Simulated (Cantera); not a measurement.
An isothermal, constant-pressure homogeneous reactor starts with NO : N2 = 1 : 1.9 (molar parts), at 1900 K and 1.01 bar.

Computed with Cantera and GRI-Mech 3.0 (53 species, 325 reactions).

x: mole fraction; the columns are a selection and need not sum to one.

```
t (s)        x NO     x NO2      x O2   x N2    x N2O       x O
--------  -------  --------  --------  -----  -------  --------
3.00e-5     0.345   7.25e-7   7.15e-9  0.655  1.92e-6   1.26e-6
0.000105    0.345       ___       ___  0.655      ___       ___
0.000370    0.345   2.17e-5   8.71e-7  0.655  1.95e-5   6.14e-6
0.00130     0.345   7.59e-5   2.07e-5  0.655  4.27e-5   1.66e-5
0.00456     0.344  0.000109  0.000229  0.655  5.32e-5   2.27e-5
0.0160      0.342  0.000117   0.00104  0.656  5.29e-5   2.43e-5
0.0562      0.337  0.000139   0.00389  0.659  5.09e-5   2.90e-5
0.197       0.317  0.000190    0.0135  0.669  4.49e-5   4.11e-5
0.693         ___       ___       ___  0.698      ___       ___
2.43        0.141  0.000204     0.102  0.757  8.67e-6   9.64e-5
8.54       0.0342   6.09e-5     0.155  0.810  7.74e-7  0.000118
30.0      0.00676   1.25e-5     0.169  0.824  3.16e-7  0.000123
```

Q: Fill in the missing entries.

A: 
- 0.000105, x NO2: 4.71e-6
- 0.000105, x O2: 6.61e-8
- 0.000105, x N2O: 6.45e-6
- 0.000105, x O: 2.55e-6
- 0.693, x NO: 0.259
- 0.693, x NO2: 0.000249
- 0.693, x O2: 0.0425
- 0.693, x N2O: 2.95e-5
- 0.693, x O: 6.48e-5
